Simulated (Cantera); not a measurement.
**Ammonia decomposition in nitride growth gas**

A perfectly stirred reactor is fed with NH3 : H2 = 1 : 5.7 (molar parts), at 1.01 bar; it is held at 1700 K, and followed from long to short residence time.

Computed with Cantera and the gas-phase N/H chemistry of the illustrative SiF4/NH3 mechanism in the Surface Chemkin manual (1991). Walls and surfaces, which speed up NH3 decomposition in real reactors, are not modelled.

```json
[
 {"τ (s)": "4.2", "x NH3": "0.0899", "x H2": "0.884", "x NH": "2.35e-7", "x N": "9.74e-9", "x N2H2": "2.08e-8", "x N2": "0.0258", "x H": "0.000117"},
 {"τ (s)": "1.5", "x NH3": "0.117", "x H2": "0.869", "x NH": "2.84e-7", "x N": "1.14e-8", "x N2H2": "3.26e-8", "x N2": "0.0142", "x H": "0.000111"},
 {"τ (s)": "0.54", "x NH3": "0.134", "x H2": "0.859", "x NH": "3.13e-7", "x N": "1.22e-8", "x N2H2": "4.16e-8", "x N2": "0.00645", "x H": "0.000108"},
 {"τ (s)": "0.19", "x NH3": "0.143", "x H2": "0.854", "x NH": "3.26e-7", "x N": "1.25e-8", "x N2H2": "4.62e-8", "x N2": "0.00250", "x H": "0.000106"},
 {"τ (s)": "0.069", "x NH3": "0.147", "x H2": "0.852", "x NH": "3.25e-7", "x N": "1.24e-8", "x N2H2": "4.72e-8", "x N2": "0.000926", "x H": "0.000104"},
 {"τ (s)": "0.025", "x NH3": "0.148", "x H2": "0.851", "x NH": "3.11e-7", "x N": "1.15e-8", "x N2H2": "4.53e-8", "x N2": "0.000320", "x H": "0.000101"},
 {"τ (s)": "0.0088", "x NH3": "0.149", "x H2": "0.851", "x NH": "2.70e-7", "x N": "9.29e-9", "x N2H2": "3.86e-8", "x N2": "9.49e-5", "x H": "9.40e-5"},
 {"τ (s)": "0.0031", "x NH3": "0.149", "x H2": "0.851", "x NH": "1.78e-7", "x N": "4.96e-9", "x N2H2": "2.40e-8", "x N2": "2.02e-5", "x H": "7.61e-5"},
 {"τ (s)": "0.0011", "x NH3": "0.149", "x H2": "0.851", "x NH": "6.13e-8", "x N": "1.01e-9", "x N2H2": "7.37e-9", "x N2": "2.08e-6", "x H": "4.47e-5"},
 {"τ (s)": "0.00040", "x NH3": "0.149", "x H2": "0.851", "x NH": "1.08e-8", "x N": "7.46e-11", "x N2H2": "1.15e-9", "x N2": "1.06e-7", "x H": "1.87e-5"},
 {"τ (s)": "0.00014", "x NH3": "0.149", "x H2": "0.851", "x NH": "1.38e-9", "x N": "3.41e-12", "x N2H2": "1.36e-10", "x N2": "3.28e-9", "x H": "6.70e-6"}
]
```
x: mole fraction; the columns are a selection and need not sum to one.
